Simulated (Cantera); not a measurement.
SO2 + O2 + N2 (abatement and gas-phase synthesis)

Charge: 1 mol SO2, 0.88 mol O2, 0.21 mol N2, at 3027 °C and 0.960 bar.

These are equilibrium values from Cantera (NASA tables, ideal gas, pure condensed phases), not measurements of a reactor. Candidate condensed phases: S; 17 gas species. Kinetics and transport are ignored.

| Quantity | Result |
|---|---|
| x(O2) | 0.323 |
| x(SO2) | 0.302 |
| x(O) | 0.167 |
| x(SO) | 0.102 |
| x(N2) | 0.0737 |
| x(NO) | 0.0252 |
| x(S) | 0.00659 |
| x(S2) | 0.000132 |
| x(SO3) | 0.000108 |
| gas amount | 2.434 mol |
| log10 activity of S(l) (absent) | -3.87 |
